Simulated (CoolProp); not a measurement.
Vapour-liquid equilibrium of R113 (1) + benzene (2) at 34.15 °C; x and y are mole fractions of (1).

Values from CoolProp's multi-fluid Helmholtz-energy mixture model, Marx 1992 and Thol 2012; pair parameters Bell 2016.

Give the bubble pressure and the first vapour's composition at x = 0.125, 0.65, 0.725. Is there an azeotrope?

x = 0.125: 0.03042 MPa, y = 0.440; x = 0.65: 0.05279 MPa, y = 0.827; x = 0.725: 0.05511 MPa, y = 0.862. No azeotrope shows between x = 0.05 and 0.95.

Pair parameters are fitted to limited data, so mixtures are less certain than the pure fluids.
